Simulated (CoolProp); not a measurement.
Vapour-liquid equilibrium of dimethyl ether (1) + methanol (2) at 17.05 °C; x and y are mole fractions of (1).

Computed with CoolProp (multi-fluid Helmholtz-energy mixture model, Wu 2011 and de Reuck 1993; pair parameters Bell 2016).

| x | bubble pressure, mixture model (MPa) | bubble pressure, Raoult's law (MPa) | y, mixture model | y, Raoult's law |
|---|---|---|---|---|
| 0.05 | 0.06067 | 0.03384 | 0.822 | 0.689 |
| 0.15 | 0.1440 | 0.07934 | 0.929 | 0.881 |
| 0.25 | 0.2078 | 0.1248 | 0.953 | 0.933 |
| 0.35 | 0.2558 | 0.1703 | 0.964 | 0.958 |
| 0.45 | 0.2923 | 0.2158 | 0.970 | 0.972 |
| 0.55 | 0.3218 | 0.2613 | 0.975 | 0.981 |
| 0.65 | 0.3483 | 0.3068 | 0.979 | 0.987 |
| 0.75 | 0.3754 | 0.3523 | 0.983 | 0.992 |
| 0.85 | 0.4062 | 0.3978 | 0.988 | 0.996 |
| 0.95 | 0.4438 | 0.4433 | 0.995 | 0.999 |

The largest gap from Raoult's law is +81.5 % in bubble pressure, at x = 0.15. No azeotrope shows between x = 0.05 and 0.95.

Pair parameters are fitted to limited data, so mixtures are less certain than the pure fluids. With so large a gap from Raoult's law the liquid may split in two, which this calculation doesn't test in full.
